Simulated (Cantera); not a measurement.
**Premixed flame**

A freely propagating, adiabatic, planar premixed flame of H₂ : O₂ : N₂ = 1 : 0.667 : 2.8 (molar parts), equivalence ratio 0.75, unburnt at 450 K and 101000 Pa; multicomponent+Soret transport, grid criteria slope 0.08 and curve 0.16, no radiation.

Detailed kinetics in Cantera: the H2/O2 subset of GRI-Mech 3.0, which has no nitrogen chemistry. Burning velocities carry a grid error of a few per cent, more on coarse grids.

```
z (mm)   T (K)  u (m/s)     x H₂    x O₂    x H₂O   x H₂O₂     x HO₂      x OH
-------  -----  -------  -------  ------  -------  -------  --------  --------
-1.17      450     2.41    0.224   0.149    <1e-8    <1e-8     <1e-8     <1e-8
-0.779     450     2.41    0.224   0.149  3.30e-8    <1e-8     <1e-8     <1e-8
-0.584     450     2.41    0.223   0.149  3.76e-7    <1e-8   2.29e-8     <1e-8
-0.390     450     2.40    0.220   0.150  1.35e-5  9.36e-8   1.13e-6     <1e-8
-0.195     489     2.52    0.189   0.155  0.00253  2.18e-5  0.000230   3.20e-5
-0.0974    754     3.76    0.146   0.148   0.0301  4.59e-5  0.000252  0.000727
0         1149     5.64   0.0865   0.115   0.0993  1.01e-5  0.000109   0.00223
0.0974    1428     6.99   0.0380  0.0749    0.167  4.43e-6   5.75e-5   0.00612
0.195     1581     7.71   0.0212  0.0578    0.195  2.51e-6   3.76e-5   0.00892
0.390     1736     8.42   0.0150  0.0505    0.211  1.22e-6   2.49e-5    0.0108
0.779     1870     9.01   0.0110  0.0473    0.222  6.42e-7   1.60e-5    0.0108
1.56      1973     9.44  0.00668  0.0453    0.232  3.78e-7   9.09e-6   0.00934
3.12      2038     9.71  0.00329  0.0445    0.239  2.36e-7   4.72e-6   0.00697
```
x: mole fraction of selected species; z is measured from the peak of heat release.

The laminar burning velocity is 241 cm/s. The thermal thickness is 0.390 mm and the peak x(H₂O₂) is 5.07e-5. The peak x(HO₂) comes out as 0.000364 and the peak x(OH) is 0.0110. The grid points is 114.
